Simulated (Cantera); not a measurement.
Input: 1 mol CH₃F, 0.87 mol F₂, equilibrated at 1027 °C and 1.50e-5 bar.

Cantera equilibrium calculation (NASA polynomials, part measured and part estimated; ideal gas, pure solids and liquids). Candidate condensed phases: C, C₆H₆, C₇H₈, C₈H₁₈; 95 gas species. Equilibrium is a limit: real reactors are often held back by kinetics, nucleation or transport.

Base state: HF 0.955, H₂ 0.0453, H 6.08e-5 (mole fractions); condensed: C(graphite).

Problem. What changes in the equilibrium state with this change: temperature from 1027 °C to 2552 °C?

Solution. 
| species | before | after |
|---|---|---|
| H | 6.08e-5 | 0.426 |
| F | 6.67e-9 | 0.378 |
| C | <1e-9 | 0.0992 |
| HF | 0.955 | 0.0685 |
| C₃ | <1e-9 | 0.0146 |
| H₂ | 0.0453 | 0.000341 |
| C₂ | <1e-9 | 0.00831 |
| CF | <1e-9 | 0.00512 |
| C(graphite), mol | 1.00 | 0 |

Problem. What changes in the equilibrium state with this change: temperature from 1027 °C to 2300 °C?

Solution. 
| species | before | after |
|---|---|---|
| HF | 0.955 | 0.362 |
| H | 6.08e-5 | 0.301 |
| F | 6.67e-9 | 0.238 |
| C₃ | <1e-9 | 0.0582 |
| C | <1e-9 | 0.0246 |
| H₂ | 0.0453 | 0.00115 |
| CF | <1e-9 | 0.00807 |
| C₂ | <1e-9 | 0.00651 |
| C₂H | <1e-9 | 0.000256 |
| C₅ | <1e-9 | 0.000165 |
| CF₂ | <1e-9 | 4.90e-5 |
| C(graphite), mol | 1.00 | 0 |
